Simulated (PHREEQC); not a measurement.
A solution holds 0.032 mol/kgw CuCl2 and 0.00046 mol/kgw HBF4, at 55 °C. Closed to the air; pH follows from the charge balance.

All values are PHREEQC results (ion-association model, phreeqc.dat), not measurements.

Each row changes one thing in this solution. Precipitation was switched off in this run.

```csv
case,pH,ionic strength (mol/kgw),HF (mol/kgw),F- (mol/kgw),CuF+ (mol/kgw),BF2(OH)2- (mol/kgw)
as made,3.15,0.0840,0.000963,0.000684,0.000161,6.23e-6
HBF4 from 0.00046 to 0.0046 mol/kgw,2.47,0.0873,0.00597,0.000893,0.000208,0.000182
HBF4 from 0.00046 to 9.2e-05 mol/kgw,3.64,…,9.88e-5,0.000218,5.14e-5,4.15e-8
HBF4 from 0.00046 to 0.00092 mol/kgw,2.96,…,…,0.000971,0.000228,3.46e-5
```

Some entries are withheld; supply them.


- HBF4 from 0.00046 to 9.2e-05 mol/kgw, ionic strength (mol/kgw): 0.0836
- HBF4 from 0.00046 to 0.00092 mol/kgw, ionic strength (mol/kgw): 0.0844
- HBF4 from 0.00046 to 0.00092 mol/kgw, HF (mol/kgw): 0.00210

Constants without temperature data keep their 25 °C values here. Real BF4- forms and hydrolyses slowly; the run takes it at equilibrium.
